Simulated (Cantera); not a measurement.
An isothermal, constant-pressure homogeneous reactor starts with N2O : H2O = 1 : 0.027 (molar parts), at 1025 K and 770 Pa. Integrator tolerance rtol = 1e-08.

Model: GRI-Mech 3.0 (53 species, 325 reactions), integrated in Cantera. GRI-Mech 3.0 was tuned for natural gas; its chemistry of N2O as a main component is partial and can be far from experiment. Radical loss at walls, strong at low pressure, is not modelled. The mechanism lacks the step 2 NO + O2 → 2 NO2, which can matter for NO2 below about 1400 K. The temperature is held fixed by assumption; the heat of reaction is taken as removed at once.

What does this change do: pressure from 770 Pa to 21000 Pa?


```
quantity                                            before                                     after
----------------  ----------------------------------------  ----------------------------------------
x(N2O) at 40.0 s    0.967 (gas-phase equilibrium 3.00e-10)     0.822 (gas-phase equilibrium 1.57e-9)
x(H2O) at 40.0 s     0.0262 (gas-phase equilibrium 0.0177)     0.0250 (gas-phase equilibrium 0.0177)
x(O2) at 40.0 s      0.00202 (gas-phase equilibrium 0.327)      0.0488 (gas-phase equilibrium 0.327)
x(NO) at 40.0 s    9.90e-5 (gas-phase equilibrium 4.68e-5)   0.00359 (gas-phase equilibrium 4.68e-5)
x(O) at 40.0 s     7.76e-8 (gas-phase equilibrium 2.17e-9)  6.46e-8 (gas-phase equilibrium 4.15e-10)
x(OH) at 40.0 s    9.49e-7 (gas-phase equilibrium 2.95e-7)   1.72e-6 (gas-phase equilibrium 1.29e-7)
x(HO2) at 40.0 s  3.37e-7 (gas-phase equilibrium 2.39e-10)  3.51e-8 (gas-phase equilibrium 5.46e-10)
```

What does this change do: temperature 1025 to 1575 K?


```json
[
 {"quantity": "x(N2O) at 40.0 s", "before": "0.967 (gas-phase equilibrium 3.00e-10)", "after": "5.00e-6 (gas-phase equilibrium 9.50e-9)"},
 {"quantity": "x(H2O) at 40.0 s", "before": "0.0262 (gas-phase equilibrium 0.0177)", "after": "0.0176 (gas-phase equilibrium 0.0176)"},
 {"quantity": "x(O2) at 40.0 s", "before": "0.00202 (gas-phase equilibrium 0.327)", "after": "0.250 (gas-phase equilibrium 0.326)"},
 {"quantity": "x(NO) at 40.0 s", "before": "9.90e-5 (gas-phase equilibrium 4.68e-5)", "after": "0.155 (gas-phase equilibrium 0.00198)"},
 {"quantity": "x(O) at 40.0 s", "before": "7.76e-8 (gas-phase equilibrium 2.17e-9)", "after": "6.21e-5 (gas-phase equilibrium 7.01e-5)"},
 {"quantity": "x(OH) at 40.0 s", "before": "9.49e-7 (gas-phase equilibrium 2.95e-7)", "after": "0.000217 (gas-phase equilibrium 0.000231)"},
 {"quantity": "x(HO2) at 40.0 s", "before": "3.37e-7 (gas-phase equilibrium 2.39e-10)", "after": "4.55e-8 (gas-phase equilibrium 5.58e-8)"}
]
```
